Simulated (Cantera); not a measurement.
Source: NASA polynomial tables (part measured, part estimated), evaluated in Cantera. Values are per mole of reaction as written; species without (g) are pure solids or liquids, kept so even where they would boil at 1 bar.

O(g) + 2 Al(g) → Al2O(g)

```tsv
T (K)	ΔH° (kJ)	ΔS° (J/K)	ΔG° (kJ)	log10 K
2150	-1058.4	-246.0	-529.5	12.87
2250	?	?	?	?
2350	?	?	?	?
2450	-1058.5	-246.0	-455.7	9.72
2550	-1058.5	-246.0	-431.1	8.83
```

Problem. Fill in the missing entries.

Solution. 
- 2250, ΔH° (kJ): -1058.4
- 2250, ΔS° (J/K): -246.0
- 2250, ΔG° (kJ): -504.9
- 2250, log10 K: 11.72
- 2350, ΔH° (kJ): -1058.5
- 2350, ΔS° (J/K): -246.0
- 2350, ΔG° (kJ): -480.3
- 2350, log10 K: 10.68
